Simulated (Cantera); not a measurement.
Charge: 1 mol CH4, a varied amount of CO2, 7 mol H2, equilibrated at 875 K and 2330 Torr.

Cantera equilibrium calculation (NASA polynomials, part measured and part estimated; ideal gas, pure solids and liquids). Candidate condensed phases: C, C6H6, C7H8, C8H18, H2O; 110 gas species. Equilibrium is a limit: real reactors are often held back by kinetics, nucleation or transport.

Problem. What share of the C ends up in condensed phases as a function of n(CO2) (mol), at 0.42, 0.6, 0.87, 1.2, 1.8, 2.6, 3.7?

Solution. 
| n(CO2) (mol) | C condensed (%) | as |
|---|---|---|
| 0.42 | 0.0 | - |
| 0.6 | 0.0 | - |
| 0.87 | 0.0 | - |
| 1.2 | 0.0 | - |
| 1.8 | 0.0 | - |
| 2.6 | 10.0 | C(graphite) |
| 3.7 | 15.7 | C(graphite) |
